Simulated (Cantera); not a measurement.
A freely propagating, adiabatic, planar premixed flame of CO : H2 : CH4 : O2 : N2 = 1 : 0.26 : 0.31 : 0.893 : 3.36 (molar parts), unburnt at 475 K and 3.85 atm; mixture-averaged transport, grid criteria slope 0.08 and curve 0.16, no radiation.

Model: GRI-Mech 3.0 (53 species, 325 reactions), integrated in Cantera. Burning velocities carry a grid error of a few per cent, more on coarse grids.

x: mole fraction of selected species; z is measured from the peak of heat release.

```tsv
z (mm)	T (K)	u (m/s)	x CO	x H2	x CH4	x HCN	x C2H4	x HO2
-0.255	475	1.08	0.172	0.0444	0.0533	<1e-8	<1e-8	…
-0.170	476	1.08	0.172	0.0437	0.0533	<1e-8	<1e-8	…
-0.127	480	1.09	0.172	0.0427	0.0532	<1e-8	6.74e-8	…
-0.0849	516	1.17	0.172	0.0404	0.0523	<1e-8	1.06e-6	…
-0.0425	861	1.96	0.171	0.0357	0.0419	2.41e-7	2.56e-5	…
-0.0212	1286	2.93	0.169	0.0328	0.0262	7.99e-7	7.82e-5	…
0	1700	3.86	0.165	0.0289	0.00824	1.93e-6	8.93e-5	…
0.0212	1914	4.32	0.151	0.0236	0.000996	2.40e-6	1.13e-5	…
0.0425	2001	4.47	0.134	0.0212	6.52e-5	1.43e-6	2.83e-7	…
0.0849	2085	4.61	0.118	0.0215	3.21e-7	3.27e-7	<1e-8	…
0.170	2168	4.76	0.112	0.0219	<1e-8	2.75e-8	<1e-8	…
0.340	2239	4.90	0.110	0.0212	<1e-8	<1e-8	<1e-8	…
0.679	2287	4.99	0.109	0.0207	<1e-8	<1e-8	<1e-8	…
```

Question: Some entries are withheld; supply them.

Answer: 
- -0.255, x HO2: 4.75e-8
- -0.170, x HO2: 7.65e-7
- -0.127, x HO2: 4.72e-6
- -0.0849, x HO2: 5.08e-5
- -0.0425, x HO2: 0.000412
- -0.0212, x HO2: 0.000296
- 0, x HO2: 0.000138
- 0.0212, x HO2: 3.81e-5
- 0.0425, x HO2: 1.59e-5
- 0.0849, x HO2: 7.39e-6
- 0.170, x HO2: 3.87e-6
- 0.340, x HO2: 1.85e-6
- 0.679, x HO2: 7.10e-7
